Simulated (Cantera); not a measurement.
Input: 1 mol Si3N4, 0.59 mol CO2, 4.2 mol N2, at 1925 K and 13.0 Pa.

These are equilibrium values from Cantera (NASA tables, ideal gas, pure condensed phases), not measurements of a reactor. Candidate condensed phases: C, Si, SiC, SiO2, Si2N2O, Si3N4; 34 gas species. Mutual solubility and eutectic melting of coexisting phases are not modelled. The tables' values for SiN are old estimates; treat these amounts as uncertain. Equilibrium is a limit: real reactors are often held back by kinetics, nucleation or transport.

Base state: N2 0.723, Si 0.134, SiO 0.113, CO 0.0246, Si2C 0.00264, Si2 0.00115, Si2N 0.000574, SiN 0.000407 (mole fractions); condensed: Si(l) + SiC(s).

### Question
What changes in the equilibrium state with this change: CO2 from 0.59 to 0.92 mol?

### Answer
| species | before | after |
|---|---|---|
| N2 | 0.723 | 0.680 |
| SiO | 0.113 | 0.155 |
| Si | 0.134 | 0.114 |
| CO | 0.0246 | 0.0466 |
| Si3 | 0.000256 | 0.000158 |
| Si2N | 0.000574 | 0.000404 |
| Si2 | 0.00115 | 0.000833 |
| SiN | 0.000407 | 0.000336 |
| Si2C | 0.00264 | 0.00225 |
| Si(l), mol | 0.443 | 0 |
| SiC(s), mol | 0.357 | 0.475 |
